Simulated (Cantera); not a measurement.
**Equilibrium for silicon carbide growth: Si(CH3)4 + CH4 + H2**

Charge: 1 mol Si(CH3)4, 1.6 mol CH4, 61 mol H2, equilibrated at 32.3 Torr.

Cantera equilibrium calculation (NASA polynomials, part measured and part estimated; ideal gas, pure solids and liquids). Candidate condensed phases: C, C6H6, C7H8, C8H18, Si, SiC; 87 gas species. Gases not in the tables: Si2H6 and higher silanes. Kinetics and transport are ignored.

```json
[
 {"T (K)": "2073", "x H2": "0.986", "x H": "0.0126", "x C2H2 (acetylene)": "0.00121", "x Si": "0.000165", "x SiC2": "9.47e-6", "x Si2C": "6.08e-6", "n C(graphite)": "4.44", "n SiC(s)": "0.985"},
 {"T (K)": "2123", "x H2": "0.981", "x H": "0.0171", "x C2H2 (acetylene)": "0.00162", "x Si": "0.000333", "x SiC2": "2.36e-5", "x Si2C": "1.48e-5", "n C(graphite)": "4.39", "n SiC(s)": "0.969"},
 {"T (K)": "2173", "x H2": "0.974", "x H": "0.0230", "x C2H2 (acetylene)": "0.00215", "x Si": "0.000649", "x SiC2": "5.62e-5", "x Si2C": "3.47e-5", "n C(graphite)": "4.34", "n SiC(s)": "0.939"},
 {"T (K)": "2223", "x H2": "0.965", "x H": "0.0304", "x C2H2 (acetylene)": "0.00280", "x Si": "0.00123", "x SiC2": "0.000129", "x Si2C": "7.80e-5", "n C(graphite)": "4.29", "n SiC(s)": "0.881"},
 {"T (K)": "2273", "x H2": "0.954", "x H": "0.0396", "x C2H2 (acetylene)": "0.00360", "x Si": "0.00226", "x SiC2": "0.000284", "x Si2C": "0.000169", "n C(graphite)": "4.25", "n SiC(s)": "0.775"},
 {"T (K)": "2323", "x H2": "0.939", "x H": "0.0509", "x C2H2 (acetylene)": "0.00455", "x Si": "0.00406", "x SiC2": "0.000606", "x Si2C": "0.000354", "n C(graphite)": "4.24", "n SiC(s)": "0.583"},
 {"T (K)": "2373", "x H2": "0.920", "x H": "0.0646", "x C2H2 (acetylene)": "0.00566", "x Si": "0.00709", "x SiC2": "0.00125", "x Si2C": "0.000717", "n C(graphite)": "4.29", "n SiC(s)": "0.239"},
 {"T (K)": "2423", "x H2": "0.899", "x H": "0.0811", "x C2H2 (acetylene)": "0.00696", "x Si": "0.00923", "x SiC2": "0.00190", "x Si2C": "0.000820", "n C(graphite)": "4.21", "n SiC(s)": "0"},
 {"T (K)": "2473", "x H2": "0.878", "x H": "0.101", "x C2H2 (acetylene)": "0.00846", "x Si": "0.00933", "x SiC2": "0.00224", "x Si2C": "0.000574", "n C(graphite)": "3.93", "n SiC(s)": "0"},
 {"T (K)": "2523", "x H2": "0.853", "x H": "0.124", "x C2H2 (acetylene)": "0.0102", "x Si": "0.00927", "x SiC2": "0.00257", "x Si2C": "0.000394", "n C(graphite)": "3.60", "n SiC(s)": "0"}
]
```
x: gas mole fraction; n: condensed amount in mol.

From 2073 K to 2373 K the condensed part is C(graphite) + SiC(s). From 2423 K to 2523 K the condensed part is C(graphite). The main Si-bearing gas is Si throughout.
